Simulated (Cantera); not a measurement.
## borazine + H2 (boron, boron nitride and boron oxide)

Charge: 1 mol borazine, 53 mol H2, at 1.80 mbar.

Cantera equilibrium calculation (NASA polynomials, part measured and part estimated; ideal gas, pure solids and liquids). Candidate condensed phases: B, BN; 15 gas species. The feed counts by its element totals alone. Mutual solubility and eutectic melting of coexisting phases are not modelled. The tables' values for BH2 are old estimates; treat these amounts as uncertain. Rates play no part.

```csv
T (°C),log p H2,log p H,log p N2,log p B,log p BH2,log p BH,log p BN,log p BH3,n BN(s),n B(s)
725,-2.74,-10.04,-13.06,<-14,-13.15,<-14,<-14,-12.93,3.00,0
875,-2.74,-8.52,-11.21,<-14,-11.03,<-14,<-14,-11.51,3.00,0
1025,-2.74,-7.34,-9.70,<-14,-9.44,-14.67,<-14,-10.46,3.00,0
1175,-2.74,-6.41,-8.48,-12.61,-8.20,-12.41,<-14,-9.65,3.00,0
1325,-2.75,-5.65,-7.20,-10.52,-7.34,-10.73,-13.51,-9.14,3.00,0.00249
1475,-2.75,-5.01,-5.80,-8.96,-6.80,-9.52,-11.50,-8.89,2.90,0.0938
1625,-2.76,-4.49,-4.63,-7.65,-6.36,-8.50,-9.80,-8.70,1.50,1.49
1775,-2.78,-4.04,-4.34,-6.54,-5.99,-7.64,-8.72,-8.56,0,2.96
1925,-2.81,-3.66,-4.36,-5.57,-5.70,-6.91,-7.92,-8.47,0,2.84
2075,-2.89,-3.35,-4.39,-4.74,-5.48,-6.30,-7.23,-8.45,0,2.18
```
log p: log10 of the partial pressure in bar; n: condensed amount in mol.

From 725 °C to 1175 °C the condensed part is BN(s). From 1325 °C to 1625 °C the condensed part is B(s) + BN(s). From 1775 °C to 2075 °C the condensed part is B(s).
